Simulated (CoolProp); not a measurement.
Computed with CoolProp (reference Helmholtz-energy equation of state, Lemmon 2005). It is a short technical equation, of lower accuracy than the large ones.

**Question.** For isobutene, give the phase and the density (kg/m³), Joule-Thomson coefficient (K/MPa), expansivity (1/kK), fugacity coefficient at 550 K and 20.1 bar; 550 K and 26.8 bar.

**Answer.** 
- 550 K and 20.1 bar: gas; density 26.5, Joule-Thomson coefficient 4.25, expansivity 2.34, fugacity coefficient 0.933
- 550 K and 26.8 bar: gas; density 36.3, Joule-Thomson coefficient 4.31, expansivity 2.56, fugacity coefficient 0.912
